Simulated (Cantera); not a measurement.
Charge: 1 mol C₂H₄, 28 mol H₂, 6.8 mol N₂, equilibrated at 0.488 Torr.

Method: chemical equilibrium by Gibbs-energy minimisation in Cantera with the NASA 1993 tables (ideal gas, pure condensed phases). Candidate condensed phases: C, C₆H₆, C₇H₈, C₈H₁₈; 110 gas species. Ions and electrons are included (thermal ionisation). The numbers say what is thermodynamically allowed, not how fast it happens. All values below are at 3000 K.

Base state: H 0.859, N₂ 0.0977, H₂ 0.0192, C 0.0126, CN 0.00646, C₃ 0.00203, HCN 0.00140, C₂ 0.00128 (mole fractions); condensed: gas only.

Q: What changes in the equilibrium state with this change: H₂ from 28 to 8.6 mol?

A: 
```json
[
 {"species": "H", "before": "0.859", "after": "0.709"},
 {"species": "N₂", "before": "0.0977", "after": "0.228"},
 {"species": "C", "before": "0.0126", "after": "0.0198"},
 {"species": "CN", "before": "0.00646", "after": "0.0155"},
 {"species": "H₂", "before": "0.0192", "after": "0.0131"},
 {"species": "C₂N₂", "before": "2.41e-6", "after": "1.38e-5"},
 {"species": "C₃", "before": "0.00203", "after": "0.00787"},
 {"species": "C₂", "before": "0.00128", "after": "0.00315"},
 {"species": "C₂H", "before": "0.000240", "after": "0.000489"},
 {"species": "HNC", "before": "0.000264", "after": "0.000523"}
]
```
